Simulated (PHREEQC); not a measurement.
Synthetic water in mmol/kgw, 25 °C, pH 4.05, pe 8.4:

```json
[
 {"constituent": "Na", "mmol/kgw": "59.6"},
 {"constituent": "K", "mmol/kgw": "10.3"},
 {"constituent": "Ca", "mmol/kgw": "0.98"},
 {"constituent": "Mg", "mmol/kgw": "3.95"},
 {"constituent": "Cl", "mmol/kgw": "18.2"},
 {"constituent": "S(6)", "mmol/kgw": "32.2"},
 {"constituent": "Br", "mmol/kgw": "0.0465"},
 {"constituent": "Cu(2)", "mmol/kgw": "0.0116"}
]
```

Valence states are taken as typed.

Equilibrium calculation in PHREEQC: ion-association model, wateq4f.dat.

This is a speciation only: nothing precipitates in the calculation.

### Question
Order these S species by the share of S that they hold, largest first: KSO4-, MgSO4, NaSO4-, CaSO4, SO4-2.

### Answer
SO4-2 (82 %), NaSO4- (8.6 %), MgSO4 (5.8 %), KSO4- (2.0 %), CaSO4 (1.3 %)

The pH is 4.05 and the ionic strength 0.102 mol/kgw.
